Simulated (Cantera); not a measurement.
An isothermal, constant-pressure homogeneous reactor starts with 14.9 % H₂, 9.92 % O₂, 74.4 % N₂, 0.764 % H₂O, at 848 K and 0.178 atm.

Model: the H2/O2 subset of GRI-Mech 3.0, which has no nitrogen chemistry, integrated in Cantera. Below about 950 K walls govern HO2 and H2O2 in real vessels. The temperature is held fixed by assumption; the heat of reaction is taken as removed at once.

x: mole fraction; the columns are a selection and need not sum to one.

```tsv
t (s)	x H₂	x O₂	x OH	x H₂O₂	x HO₂	x O
0.000400	0.149	0.0992	<1e-12	<1e-12	1.07e-11	<1e-12
0.00159	0.149	0.0992	1.23e-12	<1e-12	1.67e-10	5.89e-12
0.00633	0.149	0.0992	5.78e-10	1.84e-10	…	2.76e-9
0.0252	0.0268	0.0398	8.13e-6	1.14e-6	…	1.18e-5
0.100	0.0247	0.0388	1.92e-9	1.31e-5	…	4.11e-9
0.399	0.0246	0.0388	2.35e-9	1.85e-5	…	5.17e-9
1.59	0.0244	0.0386	7.41e-9	4.71e-5	…	1.41e-8
6.32	0.0210	0.0370	1.91e-8	9.36e-5	…	3.03e-8
25.1	0.0101	0.0317	2.12e-8	6.52e-5	…	2.96e-8
100	0.000307	0.0270	2.19e-8	4.41e-6	…	7.22e-9
```

Question: What belongs in the gaps?

Answer: 
- 0.00633, x HO₂: 9.69e-8
- 0.0252, x HO₂: 1.63e-5
- 0.100, x HO₂: 5.02e-6
- 0.399, x HO₂: 4.16e-6
- 1.59, x HO₂: 6.38e-6
- 6.32, x HO₂: 8.22e-6
- 25.1, x HO₂: 6.38e-6
- 100, x HO₂: 1.38e-6
